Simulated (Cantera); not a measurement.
An isothermal, constant-pressure homogeneous reactor starts with H2 : O2 : N2 = 0.27 : 1 : 4 (molar parts), at 1300 K and 19.5 Torr.

Computed with Cantera and the H2/O2 subset of GRI-Mech 3.0, which has no nitrogen chemistry. Radical loss at walls, strong at low pressure, is not modelled. The temperature is held fixed by assumption; the heat of reaction is taken as removed at once.

x: mole fraction; the columns are a selection and need not sum to one.

| t (s) | x H2 | x O2 | x HO2 | x H2O2 | x H | x O | x H2O |
|---|---|---|---|---|---|---|---|
| 0.000200 | 0.0512 | 0.190 | 2.00e-8 | 3.50e-11 | 3.27e-8 | 1.93e-8 | 3.20e-8 |
| 0.000469 | 0.0512 | 0.190 | 4.83e-8 | 1.85e-10 | 4.92e-7 | 3.21e-7 | 7.68e-7 |
| 0.00110 | 0.0507 | 0.189 | 7.12e-7 | 2.22e-9 | 0.000222 | 0.000146 | 0.000369 |
| 0.00257 | 0.00278 | 0.159 | 1.59e-6 | 8.51e-8 | 0.0165 | 0.0201 | 0.0385 |
| 0.00602 | 0.00238 | 0.159 | 1.59e-6 | 8.26e-8 | 0.0142 | 0.0187 | 0.0403 |
| 0.0141 | 0.00199 | 0.161 | 1.59e-6 | 8.70e-8 | 0.0102 | 0.0147 | 0.0431 |
| 0.0331 | … | 0.164 | 1.52e-6 | 8.94e-8 | … | … | 0.0472 |
| 0.0775 | 0.000501 | 0.166 | 1.23e-6 | 7.57e-8 | 0.00111 | 0.00329 | 0.0506 |
| 0.181 | 0.000114 | 0.168 | 6.55e-7 | 4.26e-8 | 0.000119 | 0.000737 | 0.0520 |
| 0.425 | … | 0.168 | … | … | … | … | 0.0524 |
| 0.996 | 4.78e-6 | 0.168 | 6.18e-8 | 6.26e-9 | 1.02e-6 | 3.09e-5 | 0.0525 |
| 2.33 | 1.30e-6 | 0.168 | 2.05e-8 | 2.30e-9 | 1.46e-7 | 8.44e-6 | 0.0525 |
| 5.47 | 4.22e-7 | 0.168 | 9.79e-9 | 8.96e-10 | 2.71e-8 | 2.75e-6 | 0.0526 |
| 12.8 | 1.62e-7 | 0.168 | 8.00e-9 | 3.88e-10 | 6.43e-9 | 1.05e-6 | 0.0526 |
| 30.0 | 8.40e-8 | 0.168 | 8.79e-9 | 2.23e-10 | 2.42e-9 | 5.49e-7 | 0.0526 |

What belongs in the gaps?


- 0.0331, x H2: 0.00128
- 0.0331, x H: 0.00485
- 0.0331, x O: 0.00884
- 0.425, x H2: 2.17e-5
- 0.425, x HO2: 2.16e-7
- 0.425, x H2O2: 1.72e-8
- 0.425, x H: 9.82e-6
- 0.425, x O: 0.000140
